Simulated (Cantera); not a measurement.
Input: 1 mol CH3F, 0.88 mol F2, held at 2425 K and 1.00 bar.

These are equilibrium values from Cantera (NASA tables, ideal gas, pure condensed phases), not measurements of a reactor. Candidate condensed phases: C, C6H6, C7H8, C8H18; 95 gas species. Equilibrium is a limit: real reactors are often held back by kinetics, nucleation or transport.

Base state: HF 0.956, H2 0.0396, H 0.00356, C2H2 (acetylene) 0.000309, F 0.000147 (mole fractions); condensed: C(graphite).

Question: What changes in the equilibrium state with this change: F2 from 0.88 to 3 mol?

Answer: 
```json
[
 {"species": "HF", "before": "0.956", "after": "0.716"},
 {"species": "CF4", "before": "<1e-9", "after": "0.213"},
 {"species": "F", "before": "0.000147", "after": "0.0460"},
 {"species": "H2", "before": "0.0396", "after": "2.27e-7"},
 {"species": "CF2", "before": "4.22e-6", "after": "0.0206"},
 {"species": "CF3", "before": "2.99e-9", "after": "0.00456"},
 {"species": "C2H2 (acetylene)", "before": "0.000309", "after": "<1e-9"},
 {"species": "CHF3", "before": "3.47e-9", "after": "1.27e-5"},
 {"species": "C(graphite), mol", "before": "0.998", "after": "0"}
]
```
Gases not in the tables: C2F6 and larger saturated fluorocarbons.
